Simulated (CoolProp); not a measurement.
Computed with CoolProp (reference Helmholtz-energy equation of state, Aleksandrov 2011). It is a short technical equation, of lower accuracy than the large ones.

**Question.** Give the vapour pressure (MPa), vapour density (kg/m³), surface tension (mN/m) of saturated n-undecane at 226.65, 232.55, 244.35 °C.

**Answer.** 
| T (°C) | p (MPa) | vapour density (kg/m³) | surface tension (mN/m) |
|---|---|---|---|
| 226.65 | 0.204 | 8.65 | 7.43 |
| 232.55 | 0.231 | 9.77 | 7.01 |
| 244.35 | 0.292 | 12.4 | 6.20 |

Surface tension comes from a separate correlation (Mulero 2014).
